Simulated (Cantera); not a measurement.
Feed: 1 mol Al, 3.8 mol O₂, 8.3 mol H₂, held at 1523.15 K and 20.0 Pa.

Equilibrium computed with Cantera from the NASA thermochemical tables; the gas is ideal and each condensed phase is pure. Candidate condensed phases: Al, Al₂O₃, H₂O; 19 gas species. Equilibrium is a limit: real reactors are often held back by kinetics, nucleation or transport.

Base state: H₂O 0.735, H₂ 0.265, H 0.000842, OH 7.21e-5 (mole fractions); condensed: Al₂O₃(s).

Question: What changes in the equilibrium state with this change: O₂ from 3.8 to 0.36 mol?

Answer: 
```json
[
 {"species": "H₂", "before": "0.265", "after": "0.945"},
 {"species": "Al", "before": "<1e-9", "after": "0.0341"},
 {"species": "Al₂O", "before": "<1e-9", "after": "0.0185"},
 {"species": "H₂O", "before": "0.735", "after": "1.90e-8"},
 {"species": "AlH", "before": "<1e-9", "after": "0.000518"},
 {"species": "OH", "before": "7.21e-5", "after": "<1e-9"},
 {"species": "H", "before": "0.000842", "after": "0.00159"},
 {"species": "Al₂O₃(s), mol", "before": "0.500", "after": "0.186"}
]
```
